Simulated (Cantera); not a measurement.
A closed system holds: 1 mol Ti, 1.3 mol CH4, 4.1 mol O2, equilibrated at 1327 °C and 18.0 Pa.

Equilibrium computed with Cantera from the NASA thermochemical tables; the gas is ideal and each condensed phase is pure. Candidate condensed phases: C, C6H6, C7H8, C8H18, H2O, Ti, TiC, TiO, TiO2, Ti2O3, Ti3O5, Ti4O7; 113 gas species. Rates play no part.

Base state: H2O 0.587, CO2 0.294, O2 0.114, OH 0.00317, CO 0.00129, H2 0.000862, O 0.000364, H 0.000119 (mole fractions); condensed: TiO2(rutile).

Question: What changes in the equilibrium state with this change: CH4 from 1.3 to 2.8 mol?

Answer: 
```
species              before    after
-----------------  --------  -------
H2                 0.000862    0.341
H2O                   0.587    0.324
CO                  0.00129    0.253
O2                    0.114  2.21e-7
CO2                   0.294   0.0801
O                  0.000364  5.09e-7
OH                  0.00317  8.81e-5
H                  0.000119  0.00236
TiO2(rutile), mol     1.000    1.000
```

Question: What changes in the equilibrium state with this change: temperature from 1327 °C to 525 °C?

Answer: 
```
species              before    after
-----------------  --------  -------
H2O                   0.587    0.591
CO2                   0.294    0.295
O2                    0.114    0.114
OH                  0.00317  1.48e-8
CO                  0.00129    <1e-9
H2                 0.000862    <1e-9
TiO2(rutile), mol     1.000     1.00
```
